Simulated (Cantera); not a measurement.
A closed system holds: 1 mol Si₂H₆, 25 mol CO₂, 0.57 mol H₂, held at 702 °C and 29.0 Pa.

Equilibrium computed with Cantera from the NASA thermochemical tables; the gas is ideal and each condensed phase is pure. Candidate condensed phases: C, C₆H₆, C₇H₈, C₈H₁₈, H₂O, Si, SiC, SiO₂; 123 gas species. The feed counts by its element totals alone. Rates play no part.

Base state: CO₂ 0.654, CO 0.221, H₂O 0.0811, H₂ 0.0438 (mole fractions); condensed: SiO₂(β-quartz).

What changes in the equilibrium state with this change: Si₂H₆ replaced by HMDSO?


```
species              before   after
-------------------  ------  ------
CO                    0.221   0.443
CO₂                   0.654   0.321
H₂                   0.0438   0.162
H₂O                  0.0811  0.0735
SiO₂(β-quartz), mol    2.00    2.00
```
